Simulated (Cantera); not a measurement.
Mixture: 13.3 % CH₄, 0.840 % CO, 18.0 % O₂, 67.8 % N₂, at 5.00 bar, adiabatic and at constant volume. Ignition delay is the time to a rise of 400 K.

Computed with Cantera and GRI-Mech 3.0 (53 species, 325 reactions).

Problem. Predict: delay at 1225 K; delay at 1325 K; delay at 1425 K; delay at 1525 K; delay at 1625 K; apparent activation energy between 1525 and 1625 K.

Solution. 
| Property | Result |
|---|---|
| delay at 1225 K | 9.29 ms |
| delay at 1325 K | 2.66 ms |
| delay at 1425 K | 0.850 ms |
| delay at 1525 K | 0.297 ms |
| delay at 1625 K | 0.114 ms |
| apparent activation energy between 1525 and 1625 K | 200 kJ/mol |
